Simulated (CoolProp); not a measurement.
Values from CoolProp's reference Helmholtz-energy equation of state, Span 2000.

### Question
For nitrogen, give the phase and the density (kg/m³), cv (kJ/(kg K)) at -143.85 °C and 63.7 bar; -143.85 °C and 74.3 bar; -143.85 °C and 84.9 bar.

### Answer
- -143.85 °C and 63.7 bar: supercritical; density 518, cv 0.943
- -143.85 °C and 74.3 bar: supercritical; density 540, cv 0.932
- -143.85 °C and 84.9 bar: supercritical; density 557, cv 0.927
